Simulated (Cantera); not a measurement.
A perfectly stirred reactor is fed with 10.5 % H₂, 21.8 % O₂, 67.7 % N₂, at 1.00 bar; it is held at 1100 K, and followed from long to short residence time.

Model: the H2/O2 subset of GRI-Mech 3.0, which has no nitrogen chemistry, integrated in Cantera. The temperature is held fixed by assumption; the heat of reaction is taken as removed at once.

x: mole fraction; the columns are a selection and need not sum to one.

| τ (s) | x H₂ | x O₂ | x H₂O | x HO₂ | x O | x OH |
|---|---|---|---|---|---|---|
| 16 | … | 0.175 | 0.111 | 3.04e-6 | 3.60e-7 | 4.44e-6 |
| 4.9 | … | 0.175 | 0.110 | 6.10e-6 | 1.01e-6 | 6.54e-6 |
| 1.5 | … | 0.175 | 0.110 | 1.16e-5 | 2.65e-6 | 9.69e-6 |
| 0.45 | … | 0.175 | 0.110 | 2.10e-5 | 6.58e-6 | 1.48e-5 |
| 0.14 | … | 0.176 | 0.109 | 3.44e-5 | 1.49e-5 | 2.40e-5 |
| 0.042 | … | 0.176 | 0.108 | 5.18e-5 | 3.42e-5 | 4.36e-5 |
| 0.013 | … | 0.177 | 0.106 | 7.08e-5 | 7.60e-5 | 8.46e-5 |
| 0.0039 | … | 0.178 | 0.103 | 9.17e-5 | 0.000169 | 0.000170 |

Q: Complete the blanks.

A: 
- 16, x H₂: 8.18e-5
- 4.9, x H₂: 0.000179
- 1.5, x H₂: 0.000386
- 0.45, x H₂: 0.000815
- 0.14, x H₂: 0.00157
- 0.042, x H₂: 0.00280
- 0.013, x H₂: 0.00454
- 0.0039, x H₂: 0.00731
